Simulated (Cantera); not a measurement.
## SiH4 + CH4 + H2 (silicon carbide growth)

A closed system holds: 1 mol SiH4, 0.12 mol CH4, 1500 mol H2, equilibrated at 2223 K and 7.90 mbar.

Method: chemical equilibrium by Gibbs-energy minimisation in Cantera with the NASA 1993 tables (ideal gas, pure condensed phases). Candidate condensed phases: C, C6H6, C7H8, C8H18, Si, SiC; 87 gas species. Kinetics and transport are ignored.

```yaml
x(H2): 0.930
x(H): 0.0695
x(Si): 0.000615
x(C2H2 (acetylene)): 3.70e-5
x(SiH): 2.23e-5
x(SiH2): 3.26e-6
gas_amount: 1557 mol
log10 activity of C(graphite) (absent): -0.93
log10 activity of Si(l) (absent): -1.98
```
